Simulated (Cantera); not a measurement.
Input: 1 mol SiCl4, 0.14 mol C2H4, 180 mol H2, at 0.260 bar.

These are equilibrium values from Cantera (NASA tables, ideal gas, pure condensed phases), not measurements of a reactor. Candidate condensed phases: C, C6H6, C7H8, C8H18, Si, SiC; 109 gas species. Mutual solubility and eutectic melting of coexisting phases are not modelled. Gases not in the tables: Si2H6 and higher silanes. The numbers say what is thermodynamically allowed, not how fast it happens.

Question: Which condensed phases are stable at each of these points (T (K)): 1723, 1823, 1923, 2023, 2123, 2223, 2323, 2423?

Answer: 
| T (K) | condensed phases | Si condensed (%) |
|---|---|---|
| 1723 | Si(l) + SiC(s) | 75.3 |
| 1823 | Si(l) + SiC(s) | 77.2 |
| 1923 | Si(l) + SiC(s) | 77.3 |
| 2023 | Si(l) + SiC(s) | 73.8 |
| 2123 | Si(l) + SiC(s) | 62.0 |
| 2223 | Si(l) + SiC(s) | 31.2 |
| 2323 | SiC(s) | 12.0 |
| 2423 | gas only | 0.0 |

From 1723 K to 2223 K the condensed part is Si(l) + SiC(s). At 2323 K the condensed part is SiC(s). At 2423 K nothing is condensed.
